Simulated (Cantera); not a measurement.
A closed system holds: 1 mol B2H6, a varied amount of H2O, 69 mol H2, held at 1773.15 K and 0.000210 bar.

Method: chemical equilibrium by Gibbs-energy minimisation in Cantera with the NASA 1993 tables (ideal gas, pure condensed phases). Candidate condensed phases: B, B2O3, B3O3H3, H2O; 23 gas species. The feed counts by its element totals alone. Kinetics and transport are ignored.

Question: Which condensed phases are stable at each of these points (n(H2O) (mol)): 0.44, 0.6, 0.81, 1.1, 1.5, 2, 2.7, 3.7?

Answer: 
```
n(H2O) (mol)  condensed phases  B condensed (%)
------------  ----------------  ---------------
0.44                      B(s)             77.5
0.6                       B(s)             69.5
0.81                      B(s)             59.0
1.1                       B(s)             44.5
1.5                       B(s)             24.4
2                     gas only              0.0
2.7                   gas only              0.0
3.7                   gas only              0.0
```

From 0.44 mol H2O to 1.5 mol H2O the condensed part is B(s). From 2 mol H2O to 3.7 mol H2O nothing is condensed.
